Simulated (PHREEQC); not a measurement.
Consider water at 10 °C with 0.0071 mol/kgw ZnSO4, 0.027 mol/kgw ZnCl2, 0.0012 mol/kgw NaF and 0.066 mol/kgw Na2SO4. Closed to the air; pH follows from the charge balance.

Equilibrium calculation in PHREEQC: ion-association model, phreeqc.dat.

Precipitation was switched off in this run.

Task: Order these F species by the share of F that they hold, largest first: HF, NaF, F-, ZnF+.

Result: F- (92 %), ZnF+ (4.9 %), NaF (3.3 %), HF (0.11 %)

Task: Order these Zn species by the share of Zn that they hold, largest first: ZnSO4, ZnF+, ZnCl+, Zn+2, Zn(SO4)2-2.

Result: Zn+2 (49 %), ZnSO4 (36 %), Zn(SO4)2-2 (14 %), ZnCl+ (1.0 %), ZnF+ (0.17 %)

The pH is 5.81 and the ionic strength 0.225 mol/kgw. Species that the database lacks are ignored. At this temperature some constants are extrapolated from 25 °C, and those without enthalpy data are left unchanged.
